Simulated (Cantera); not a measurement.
Feed: 1 mol TiO₂, 1.1 mol CO, a varied amount of H₂, at 51.8 Torr.

Cantera equilibrium calculation (NASA polynomials, part measured and part estimated; ideal gas, pure solids and liquids). Candidate condensed phases: C, C₆H₆, C₇H₈, C₈H₁₈, H₂O, Ti, TiC, TiO, TiO₂, Ti₂O₃, Ti₃O₅, Ti₄O₇; 113 gas species. Mutual solubility and eutectic melting of coexisting phases are not modelled. Condensed phases not in the tables: Magnéli phases beyond Ti₄O₇. Kinetics and transport are ignored.

Task: What condenses at these points (T in K, n(H₂) in mol): (1900, 2.9); (1450, 4.5); (1075, 4.1); (1825, 5.3); (1825, 0.9); (1900, 4.9); (1075, 1.3); (1075, 4.5)?

Result: 
```json
[
 {"T (K)": "1900", "n(H₂) in mol": "2.9", "condensed phases": "Ti₄O₇", "Ti condensed (%)": "100.0"},
 {"T (K)": "1450", "n(H₂) in mol": "4.5", "condensed phases": "TiO₂ + Ti₄O₇", "Ti condensed (%)": "100.0"},
 {"T (K)": "1075", "n(H₂) in mol": "4.1", "condensed phases": "TiO₂", "Ti condensed (%)": "100.0"},
 {"T (K)": "1825", "n(H₂) in mol": "5.3", "condensed phases": "Ti₃O₅ + Ti₄O₇", "Ti condensed (%)": "100.0"},
 {"T (K)": "1825", "n(H₂) in mol": "0.9", "condensed phases": "TiO₂ + Ti₄O₇", "Ti condensed (%)": "100.0"},
 {"T (K)": "1900", "n(H₂) in mol": "4.9", "condensed phases": "Ti₃O₅", "Ti condensed (%)": "100.0"},
 {"T (K)": "1075", "n(H₂) in mol": "1.3", "condensed phases": "C + TiO₂", "Ti condensed (%)": "100.0"},
 {"T (K)": "1075", "n(H₂) in mol": "4.5", "condensed phases": "TiO₂", "Ti condensed (%)": "100.0"}
]
```
